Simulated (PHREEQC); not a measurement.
A solution holds 3.5 mmol/kgw Rb2SO4, 5.4 mmol/kgw Na2HPO4 and 0.045 mmol/kgw Pb(BF4)2, at 5 °C. Closed to the air; pH follows from the charge balance.

The numbers come from PHREEQC with the ion-association model, wateq4f.dat.

This is a speciation only: nothing precipitates in the calculation.

### Question
Order these Pb species by the share of Pb that they hold, largest first: Pb(OH)2, Pb+2, Pb(SO4)2-2, PbSO4, PbOH+.

### Answer
PbOH+ (58 %), Pb+2 (24 %), PbSO4 (14 %), Pb(OH)2 (3.7 %), Pb(SO4)2-2 (0.26 %)

The pH is 8.28 and the ionic strength 0.0261 mol/kgw. The solution is supersaturated, for example in Pb(OH)2, Larnakite, so a real one may precipitate; this is no full list. H3PO4, which wateq4f.dat lacks, is added to it with the constant of phreeqc.dat. Constants without temperature data keep their 25 °C values here. Real BF4- forms and hydrolyses slowly; the run takes it at equilibrium. The database has no phosphate complexes of Pb.
